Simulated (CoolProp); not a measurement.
A closed Brayton cycle with carbon dioxide: compressor inlet 310.15 K and 8.3 MPa, high pressure 19 MPa, turbine inlet 710 K, compressor efficiency 0.8, turbine efficiency 0.93, recuperator effectiveness 0.9 (on enthalpy, no pinch check). Each further row changes one setting.

Values from CoolProp's reference Helmholtz-energy equation of state, Span 1996.

| case | thermal efficiency (%) | net work (kJ/kg) | compressor to turbine work | compressor exit (K) | turbine exit (K) |
|---|---|---|---|---|---|
| as stated | 29.6 | 69.2 | 0.28 | 353.7 | 616.2 |
| turbine inlet 660 K | 27.8 | 61.1 | … | 353.7 | … |
| compressor inlet 320.15 K | 28.4 | 55.7 | … | 386.3 | 616.2 |
| high pressure 16.1 MPa | 27.4 | … | … | … | 634.6 |
| recuperator effectiveness 0.5 | 19.3 | 69.2 | 0.28 | 353.7 | 616.2 |

Fill in the missing entries.


- turbine inlet 660 K, compressor to turbine work: 0.30
- turbine inlet 660 K, turbine exit (K): 569.8
- compressor inlet 320.15 K, compressor to turbine work: 0.42
- high pressure 16.1 MPa, net work (kJ/kg): 57.8
- high pressure 16.1 MPa, compressor to turbine work: 0.26
- high pressure 16.1 MPa, compressor exit (K): 344.7
